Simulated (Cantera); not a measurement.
A perfectly stirred reactor is fed with H2 : O2 = 0.042 : 1 (molar parts), equivalence ratio 0.021, at 2670 Pa; it is held at 1200 K, and followed from long to short residence time.

Detailed kinetics in Cantera: GRI-Mech 3.0 (53 species, 325 reactions). Radical loss at walls, strong at low pressure, is not modelled. The temperature is held fixed by assumption; the heat of reaction is taken as removed at once.

### Question
What does this change do: pressure from 2670 Pa to 1330 Pa?

### Answer
| quantity | before | after |
|---|---|---|
| x(H2) at τ = 3.70 s | 4.49e-5 | 6.63e-5 |
| x(O2) at τ = 3.70 s | 0.958 | 0.957 |
| x(O) at τ = 3.70 s | 0.000546 | 0.00136 |
| x(H) at τ = 3.70 s | 1.52e-5 | 5.96e-5 |
| x(HO2) at τ = 3.70 s | 9.55e-7 | 8.43e-7 |
| x(H2) at τ = 85.0 ms | 0.000412 | 0.000592 |
| x(O2) at τ = 85.0 ms | 0.952 | 0.945 |
| x(O) at τ = 85.0 ms | 0.00574 | 0.0119 |
| x(H) at τ = 85.0 ms | 0.000557 | 0.00168 |
| x(HO2) at τ = 85.0 ms | 3.65e-6 | 2.42e-6 |

### Question
What does this change do: H2 0.042 to 0.13 parts?

### Answer
```json
[
 {"quantity": "x(H2) at τ = 3.70 s", "before": "4.49e-5", "after": "0.000103"},
 {"quantity": "x(O2) at τ = 3.70 s", "before": "0.958", "after": "0.877"},
 {"quantity": "x(O) at τ = 3.70 s", "before": "0.000546", "after": "0.000541"},
 {"quantity": "x(H) at τ = 3.70 s", "before": "1.52e-5", "after": "2.82e-5"},
 {"quantity": "x(HO2) at τ = 3.70 s", "before": "9.55e-7", "after": "2.12e-6"},
 {"quantity": "x(H2) at τ = 85.0 ms", "before": "0.000412", "after": "0.00105"},
 {"quantity": "x(O2) at τ = 85.0 ms", "before": "0.952", "after": "0.870"},
 {"quantity": "x(O) at τ = 85.0 ms", "before": "0.00574", "after": "0.00625"},
 {"quantity": "x(H) at τ = 85.0 ms", "before": "0.000557", "after": "0.00116"},
 {"quantity": "x(HO2) at τ = 85.0 ms", "before": "3.65e-6", "after": "8.35e-6"}
]
```
